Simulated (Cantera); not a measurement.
Hydrogen reduction and annealing atmospheres: FeS + H2 + H2O

Input: 1 mol FeS, 110 mol H2, 0.58 mol H2O, at 1.00 bar.

Method: chemical equilibrium by Gibbs-energy minimisation in Cantera with the NASA 1993 tables (ideal gas, pure condensed phases). Candidate condensed phases: Fe, FeO, Fe(OH)2, Fe(OH)3, FeS, FeSO4, FeS2, Fe2O3, Fe2(SO4)3, Fe3O4, H2O, H2SO4, S; 22 gas species. Metal and sulfide melt together well below either melting point, which pure phases cannot show. Mutual solubility and eutectic melting of coexisting phases are not modelled. FeS: taken at fixed stoichiometry. Gases not in the tables: S3 to S7. Equilibrium is a limit: real reactors are often held back by kinetics, nucleation or transport.

```csv
T (K),x H2,x H2S,x H2O,x H,x SH,x S2,x Fe,n Fe(α),n FeS(s),n Fe(γ),n Fe(δ),n Fe(l)
798,0.995,0.000149,0.00525,2.66e-12,6.09e-12,<1e-12,<1e-12,0.0165,0.983,0,0,0
898,0.994,0.000448,0.00525,1.09e-10,2.87e-10,<1e-12,<1e-12,0.0495,0.950,0,0,0
998,0.994,0.00108,0.00525,2.14e-9,6.26e-9,6.09e-11,<1e-12,0.119,0.881,0,0,0
1098,0.993,0.00224,0.00525,2.46e-8,7.93e-8,1.90e-9,1.16e-12,0.247,0.753,0,0,0
1198,0.991,0.00414,0.00525,1.89e-7,6.62e-7,3.41e-8,4.64e-11,0,0.542,0.458,0,0
1298,0.988,0.00695,0.00525,1.06e-6,3.98e-6,3.91e-7,1.03e-9,0,0.231,0.769,0,0
1398,0.986,0.00902,0.00524,4.70e-6,1.54e-5,2.20e-6,1.46e-8,0,0,1.000,0,0
1498,0.986,0.00899,0.00524,1.71e-5,3.97e-5,6.18e-6,1.44e-7,0,0,1.000,0,0
1598,0.986,0.00892,0.00524,5.28e-5,9.01e-5,1.51e-5,1.06e-6,0,0,1.000,0,0
1698,0.986,0.00879,0.00524,0.000144,0.000184,3.28e-5,6.09e-6,0,0,0,0.999,0
1798,0.985,0.00856,0.00524,0.000350,0.000344,6.37e-5,2.86e-5,0,0,0,0.997,0
1898,0.985,0.00821,0.00524,0.000776,0.000588,0.000111,0.000109,0,0,0,0,0.988
```
x: gas mole fraction; n: condensed amount in mol.

From 798 K to 1098 K the condensed part is Fe(α) + FeS(s). From 1198 K to 1298 K the condensed part is Fe(γ) + FeS(s). From 1398 K to 1598 K the condensed part is Fe(γ). From 1698 K to 1798 K the condensed part is Fe(δ). At 1898 K the condensed part is Fe(l).
